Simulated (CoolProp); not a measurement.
Methanol along the isotherm 620 K: fugacity coefficient from the reference equation and from simpler models built on Tc = 513.4 K, pc = 8216 kPa, ω = 0.565; each cubic takes its own stable root.

The numbers come from the reference Helmholtz-energy equation of state, de Reuck 1993 in CoolProp.

| p (kPa) | phase | reference | Soave-Redlich-Kwong | Peng-Robinson |
|---|---|---|---|---|
| 880 | gas | 0.9824 | 0.9840 | 0.9808 |
| 1760 | gas | 0.9649 | 0.9683 | 0.9620 |
| 2640 | gas | 0.9474 | 0.9529 | 0.9436 |
| 3520 | gas | 0.9300 | 0.9376 | 0.9256 |
| 4400 | gas | 0.9127 | 0.9227 | 0.9080 |
| 5280 | gas | 0.8957 | 0.9079 | 0.8908 |
| 6160 | gas | 0.8790 | 0.8935 | 0.8741 |
| 7040 | gas | 0.8626 | 0.8793 | 0.8577 |
| 7920 | gas | 0.8465 | 0.8654 | 0.8418 |
| 8800 | supercritical | 0.8307 | 0.8518 | 0.8262 |
| 9680 | supercritical | 0.8153 | 0.8384 | 0.8111 |
| 10600 | supercritical | 0.7995 | 0.8248 | 0.7958 |
| 11400 | supercritical | 0.7861 | 0.8133 | 0.7829 |
| 12300 | supercritical | 0.7713 | 0.8006 | 0.7687 |
